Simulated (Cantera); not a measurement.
Input (Python, Cantera) and output of one run.

```python
import numpy as np
import cantera as ct

gas_names = [...]  # 62 gases of nasa_gas.yaml made of B, F, H, N, O
cond_names = """
    B(b) B(L) BN(s) B2O3(L) B3O3H3(cr) H2O(s) H2O(L)
""".split()


# ... load() reads the species with a 1 bar reference pressure and builds the phases ...
atoms = {
    'BF3': {'B': 1, 'F': 3},
    'N2': {'N': 2},
    'H2': {'H': 2},
    'O2': {'O': 2},
}
top_T = {'BN(s)': 3200}  # K; cautious upper limits of use, not melting points


# ... equilibrate(T, P, feed) seeds the gas with the atoms and calls Mixture.equilibrate('TP', solver="vcs", rtol=1e-11, max_steps=5000) ...
results = []
feed = {'BF3': 1, 'N2': 0.46, 'H2': 89, 'O2': 0.16}  # mol
P = 10000  # Pa
for T in [1450, 1500, 1550, 1600, 1650, 1700, 1750, 1800]:
    mix = equilibrate(T, P, feed)
    results.append((T, P, feed, dict(zip(mix.species_names, mix.species_moles))))
    x = sorted(zip(gas.X, gas.species_names), reverse=True)
    print(f"T = {T:g} K  P = {P:g} Pa  gas = {mix.phase_moles(0):.4g} mol")
    print("   x: " + "  ".join(f"{s} {v:.3e}" for v, s in x if v > 0.001))
    print("   condensed (mol): " + ("  ".join(f"{mix.phase(i).name} {mix.phase_moles(i):.4g}"
          for i in range(1, mix.n_phases) if mix.phase_moles(i) > 1e-12) or "none"))
```

Output:

```
T = 1450 K  P = 10000 Pa  gas = 90.78 mol
   x: H2 9.763e-01  HF 7.573e-03  BF3 6.980e-03  N2 5.067e-03  BOF 3.403e-03
   condensed (mol): none
T = 1500 K  P = 10000 Pa  gas = 90.79 mol
   x: H2 9.760e-01  HF 7.899e-03  BF3 6.725e-03  N2 5.060e-03  BOF 3.409e-03
   condensed (mol): BN(s) 0.001217
T = 1550 K  P = 10000 Pa  gas = 90.8 mol
   x: H2 9.756e-01  HF 8.225e-03  BF3 6.427e-03  N2 5.065e-03  BOF 3.397e-03
   condensed (mol): BN(s) 0.0001527
T = 1600 K  P = 10000 Pa  gas = 90.81 mol
   x: H2 9.751e-01  HF 8.676e-03  BF3 6.044e-03  N2 5.065e-03  BOF 3.376e-03
   condensed (mol): none
T = 1650 K  P = 10000 Pa  gas = 90.84 mol
   x: H2 9.744e-01  HF 9.265e-03  BF3 5.567e-03  N2 5.064e-03  BOF 3.348e-03  BHF2 1.087e-03
   condensed (mol): none
T = 1700 K  P = 10000 Pa  gas = 90.87 mol
   x: H2 9.734e-01  HF 1.002e-02  N2 5.062e-03  BF3 4.997e-03  BOF 3.316e-03  BHF2 1.168e-03  BF2 1.024e-03
   condensed (mol): none
T = 1750 K  P = 10000 Pa  gas = 90.93 mol
   x: H2 9.723e-01  HF 1.096e-02  N2 5.059e-03  BF3 4.346e-03  BOF 3.283e-03  BF2 1.395e-03  BHF2 1.186e-03
   condensed (mol): none
T = 1800 K  P = 10000 Pa  gas = 91 mol
   x: H2 9.708e-01  HF 1.206e-02  N2 5.055e-03  BF3 3.644e-03  BOF 3.248e-03  BF2 1.765e-03  BHF2 1.136e-03  H 1.116e-03
   condensed (mol): none
```

Equilibrium computed with Cantera from the NASA thermochemical tables; the gas is ideal and each condensed phase is pure. The tables' values for BF2 are old estimates; treat these amounts as uncertain.
